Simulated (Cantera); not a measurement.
Mixture: 10.0 % CH4, 1.10 % H2, 18.7 % O2, 70.2 % N2, equivalence ratio 1.1, at 10.0 bar, adiabatic and at constant pressure. Ignition delay is the time to a rise of 400 K.

Computed with Cantera and GRI-Mech 3.0 (53 species, 325 reactions).

Question: Predict: delay at 1225 K; delay at 1375 K; delay at 1525 K; delay at 1675 K; delay at 1825 K; apparent activation energy between 1675 and 1825 K.

Answer: 
* **delay at 1225 K**: 1.20 ms
* **delay at 1375 K**: 0.336 ms
* **delay at 1525 K**: 96.8 µs
* **delay at 1675 K**: 30.6 µs
* **delay at 1825 K**: 11.2 µs
* **apparent activation energy between 1675 and 1825 K**: 170 kJ/mol
